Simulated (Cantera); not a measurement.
An isothermal, constant-pressure homogeneous reactor starts with H2 : O2 : N2 = 12 : 1 : 2.3 (molar parts), equivalence ratio 6.0, at 1375 K and 0.380 bar.

Computed with Cantera and the H2/O2 subset of GRI-Mech 3.0, which has no nitrogen chemistry. The temperature is held fixed by assumption; the heat of reaction is taken as removed at once.

x: mole fraction; the columns are a selection and need not sum to one.

```json
[
 {"t (s)": "1.00e-5", "x H2": "0.784", "x O2": "0.0654", "x OH": "1.10e-8", "x H2O2": "[?]", "x H": "5.77e-7", "x O": "1.57e-8"},
 {"t (s)": "4.27e-5", "x H2": "0.784", "x O2": "0.0653", "x OH": "2.79e-6", "x H2O2": "[?]", "x H": "0.000144", "x O": "3.98e-6"},
 {"t (s)": "0.000182", "x H2": "0.627", "x O2": "4.25e-6", "x OH": "0.000325", "x H2O2": "[?]", "x H": "0.0849", "x O": "4.07e-5"},
 {"t (s)": "0.000777", "x H2": "0.676", "x O2": "3.69e-7", "x OH": "9.97e-5", "x H2O2": "[?]", "x H": "0.0272", "x O": "3.70e-6"},
 {"t (s)": "0.00331", "x H2": "0.694", "x O2": "2.26e-8", "x OH": "2.46e-5", "x H2O2": "3.87e-10", "x H": "0.00681", "x O": "2.23e-7"},
 {"t (s)": "0.0141", "x H2": "0.698", "x O2": "1.33e-9", "x OH": "5.81e-6", "x H2O2": "5.31e-11", "x H": "0.00161", "x O": "1.24e-8"},
 {"t (s)": "0.0603", "x H2": "0.699", "x O2": "7.66e-11", "x OH": "1.36e-6", "x H2O2": "4.47e-12", "x H": "0.000378", "x O": "6.78e-10"},
 {"t (s)": "0.257", "x H2": "0.699", "x O2": "4.23e-12", "x OH": "3.19e-7", "x H2O2": "<1e-12", "x H": "8.86e-5", "x O": "3.72e-11"},
 {"t (s)": "1.10", "x H2": "0.699", "x O2": "<1e-12", "x OH": "7.59e-8", "x H2O2": "<1e-12", "x H": "2.11e-5", "x O": "2.11e-12"},
 {"t (s)": "4.69", "x H2": "0.699", "x O2": "<1e-12", "x OH": "2.26e-8", "x H2O2": "<1e-12", "x H": "6.28e-6", "x O": "<1e-12"},
 {"t (s)": "20.0", "x H2": "0.699", "x O2": "<1e-12", "x OH": "1.68e-8", "x H2O2": "<1e-12", "x H": "4.68e-6", "x O": "<1e-12"}
]
```

### Question
Some entries are withheld; supply them.

### Answer

- 1.00e-5, x H2O2: 7.55e-9
- 4.27e-5, x H2O2: 1.87e-7
- 0.000182, x H2O2: 6.52e-9
- 0.000777, x H2O2: 1.88e-9
